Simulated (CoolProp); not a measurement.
Values from CoolProp's reference Helmholtz-energy equation of state, Gao 2020.

Task: Give the vapour pressure (MPa), vapour Z, liquid viscosity (µPa s), vapour viscosity (µPa s) of saturated ammonia at -5.55, 50.55 °C.

Result: 
```
T (°C)  p (MPa)  vapour Z  liquid viscosity (µPa s)  vapour viscosity (µPa s)
------  -------  --------  ------------------------  ------------------------
-5.55     0.347     0.940                       181                      8.89
50.55      2.06     0.815                       103                      10.7
```

Viscosity comes from a separate model (Fenghour 1995).
